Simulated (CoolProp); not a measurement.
A Linde-Hampson liquefier for normal hydrogen: isothermal reversible compression at 300 K from 1 atm to 5 MPa, throttling to 1 atm, return gas leaving the recuperator 10 K below the feed. Each further row changes one setting.

Computed with CoolProp (reference Helmholtz-energy equation of state, Leachman 2009).

```csv
case,compression work (kJ/kg of gas)
as stated,4860
high pressure 10 MPa,5750
warm-end temperature 330 K,5340
warm-end gap 15 K,4860
```
